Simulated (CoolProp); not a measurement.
Properties of normal hydrogen along the isotherm 35 K.

Values from CoolProp's reference Helmholtz-energy equation of state, Leachman 2009.

| p (bar) | phase | density (kg/m³) | cp (kJ/(kg K)) | cv (kJ/(kg K)) | expansivity (1/kK) | viscosity (µPa s) |
|---|---|---|---|---|---|---|
| 4.05 | gas | 3.096 | 12.06 | 6.349 | 37.23 | 1.81 |
| 8.1 | gas | 7.054 | 15.42 | 6.594 | 53.62 | 1.90 |
| 12.2 | gas | 13.02 | 25.44 | 7.077 | 101.0 | 2.11 |
| 16.2 | supercritical | 28.78 | 107.4 | 7.878 | 467.4 | 3.07 |
| 20.3 | supercritical | 44.90 | 38.98 | 6.786 | 122.5 | 4.89 |
| 24.3 | supercritical | 49.47 | 26.66 | 6.566 | 69.40 | 5.64 |
| 28.4 | supercritical | 52.30 | 22.04 | 6.490 | 50.63 | 6.17 |
| 32.4 | supercritical | 54.33 | 19.61 | 6.459 | 41.11 | 6.59 |
| 36.5 | supercritical | 56.00 | 18.01 | 6.447 | 35.00 | 6.96 |
| 40.5 | supercritical | 57.37 | 16.90 | 6.444 | 30.87 | 7.28 |
| 44.6 | supercritical | 58.60 | 16.05 | 6.445 | 27.73 | 7.59 |
| 48.6 | supercritical | 59.66 | 15.39 | 6.449 | 25.35 | 7.87 |
| 52.7 | supercritical | 60.64 | 14.84 | 6.455 | 23.39 | 8.14 |
| 56.7 | supercritical | 61.52 | 14.39 | 6.461 | 21.82 | 8.39 |
| 60.8 | supercritical | 62.35 | 14.00 | 6.467 | 20.46 | 8.63 |
| 64.8 | supercritical | 63.10 | 13.68 | 6.474 | 19.33 | 8.87 |

The peak of cp marks the crossing from liquid-like to gas-like fluid above the critical point.

Viscosity comes from a separate model (Muzny 2013).
